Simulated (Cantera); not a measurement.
An adiabatic, constant-pressure homogeneous reactor starts with CH3OH : O2 : N2 = 1 : 2.42 : 9.1 (molar parts), at 1050 K and 14300 Torr. Integrator tolerance rtol = 1e-08.

Cantera simulation using GRI-Mech 3.0 (53 species, 325 reactions); the numbers are that mechanism's predictions, not measurements. GRI-Mech 3.0 was tuned for natural gas; its chemistry of methanol as a main component is partial and can be far from experiment. The pressure lies above the range GRI-Mech 3.0 was tuned for (to about 10 atm).

**Question.** What does this change do: pressure from 14300 Torr to 1580 Torr?

**Answer.** 
| quantity | before | after |
|---|---|---|
| time of steepest temperature rise | 19.4 ms | 97.1 ms |
| temperature at 3.00 s | 2324 K | 2300 K |
| equilibrium temperature | 2324 K | 2300 K |
| x(CH3OH) at 3.00 s | <1e-12 (gas-phase equilibrium <1e-12) | <1e-12 (gas-phase equilibrium <1e-12) |
| x(O2) at 3.00 s | 0.0657 (gas-phase equilibrium 0.0657) | 0.0661 (gas-phase equilibrium 0.0661) |
| x(OH) at 3.00 s | 0.00354 (gas-phase equilibrium 0.00354) | 0.00558 (gas-phase equilibrium 0.00558) |
| x(CO2) at 3.00 s | 0.0758 (gas-phase equilibrium 0.0758) | 0.0742 (gas-phase equilibrium 0.0742) |
| x(NO) at 3.00 s | 0.00869 (gas-phase equilibrium 0.00869) | 0.00828 (gas-phase equilibrium 0.00828) |
| x(H2) at 3.00 s | 0.000324 (gas-phase equilibrium 0.000324) | 0.000837 (gas-phase equilibrium 0.000837) |

**Question.** What does this change do: O2 2.42 to 1.8 parts?

**Answer.** 
```csv
quantity,before,after
time of steepest temperature rise,19.4 ms,19.6 ms
temperature at 3.00 s,2324 K,2379 K
equilibrium temperature,2324 K,2379 K
x(CH3OH) at 3.00 s,<1e-12 (gas-phase equilibrium <1e-12),<1e-12 (gas-phase equilibrium <1e-12)
x(O2) at 3.00 s,0.0657 (gas-phase equilibrium 0.0657),0.0219 (gas-phase equilibrium 0.0219)
x(OH) at 3.00 s,0.00354 (gas-phase equilibrium 0.00354),0.00334 (gas-phase equilibrium 0.00334)
x(CO2) at 3.00 s,0.0758 (gas-phase equilibrium 0.0758),0.0781 (gas-phase equilibrium 0.0781)
x(NO) at 3.00 s,0.00869 (gas-phase equilibrium 0.00869),0.00573 (gas-phase equilibrium 0.00573)
x(H2) at 3.00 s,0.000324 (gas-phase equilibrium 0.000324),0.000794 (gas-phase equilibrium 0.000794)
```
